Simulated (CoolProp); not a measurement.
Properties of n-octane along the isotherm 477.2 K.

Computed with CoolProp (reference Helmholtz-energy equation of state, Beckmüller 2019).

```csv
p (MPa),phase,Z,Prandtl number
0.00393,gas,0.9989,0.773
0.00634,gas,0.9983,0.773
0.0102,gas,0.9972,0.773
0.0166,gas,0.9955,0.772
0.0268,gas,0.9927,0.772
0.0432,gas,0.9881,0.772
0.0698,gas,0.9807,0.771
0.113,gas,0.9685,0.770
0.182,gas,0.9483,0.770
0.294,gas,0.9140,0.772
0.476,gas,0.8524,0.784
0.769,liquid,0.04204,4.36
1.24,liquid,0.06749,4.36
```

Viscosity comes from a separate model (Huber 2004). Thermal conductivity comes from a separate model (Huber 2005).
